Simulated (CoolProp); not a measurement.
Model: reference Helmholtz-energy equation of state, Lemmon 2006, in CoolProp. It is a short technical equation, of lower accuracy than the large ones.

### Question
For carbon monoxide, give the phase and the density (kg/m³), cv (kJ/(kg K)), isothermal compressibility (1/MPa) at 75.4 K and 0.113 MPa; 75.4 K and 0.166 MPa; 75.4 K and 5.25 MPa.

### Answer
- 75.4 K and 0.113 MPa: liquid; density 820, cv 1.19, isothermal compressibility 0.00254
- 75.4 K and 0.166 MPa: liquid; density 820, cv 1.19, isothermal compressibility 0.00253
- 75.4 K and 5.25 MPa: liquid; density 830, cv 1.20, isothermal compressibility 0.00225
